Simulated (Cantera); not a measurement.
Input: 1 mol SiC, 0.028 mol N2O, 4.5 mol H2, 0.041 mol CO2, held at 1550 K.

Method: chemical equilibrium by Gibbs-energy minimisation in Cantera with the NASA 1993 tables (ideal gas, pure condensed phases). Candidate condensed phases: C, C6H6, C7H8, C8H18, H2O, Si, SiC, SiO2, Si2N2O, Si3N4; 151 gas species. Mutual solubility and eutectic melting of coexisting phases are not modelled. The tables hold silica as quartz up to 1696 K and as liquid above; real silica turns to tridymite and cristobalite and melts near 1996 K. Rates play no part.

x: gas mole fraction; n: condensed amount in mol.

```
P (Pa)    x H2       x H     x CH4     x CO  n SiC(s)  n Si2N2O(s)  n C(graphite)  n SiO2(β-quartz)
-------  -----  --------  --------  -------  --------  -----------  -------------  ----------------
0.100    0.937    0.0305  1.55e-10   0.0177     0.957            0              0                 0
0.600    0.957         ?         ?   0.0165     0.964            0              0                 0
3.60     0.965   0.00516   4.97e-9   0.0163     0.965            0              0                 0
22       0.968   0.00209   3.04e-8   0.0163     0.965            0              0                 0
130      0.969  0.000860   1.80e-7   0.0163     0.965            0              0                 0
770      0.970  0.000353   1.07e-6   0.0163     0.965            0              0                 0
4600     0.978  0.000145   1.53e-5   0.0184     0.956       0.0184              0                 0
28000    0.980   5.89e-5  0.000255   0.0188     0.953       0.0228              0                 0
170000   0.979         ?         ?   0.0180     0.946       0.0271              0                 0
1000000  0.976   9.84e-6    0.0194  0.00488     0.914       0.0278         0.0189            0.0301
```

Problem. Some entries are withheld; supply them.

Solution. 
- 0.600, x H: 0.0126
- 0.600, x CH4: 8.37e-10
- 170000, x H: 2.39e-5
- 170000, x CH4: 0.00280
